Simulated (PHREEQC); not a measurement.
A PHREEQC speciation (ion-association model, phreeqc.dat) at 25 °C gives pH 1.37 and these molalities:

```
species  mol/kgw
-------  -------
H3PO4      0.260
H+        0.0502
H2PO4-    0.0502
```

Task: What are the element totals, and what could have been dissolved in 1 kg of water to give them?

Result: One answer among several that fit: totals P 0.310 mol/kgw, from 0.31 mol H3PO4 per kg of water.

This is a speciation only: nothing precipitates in the calculation. Complexes and solids missing from the database can't appear.
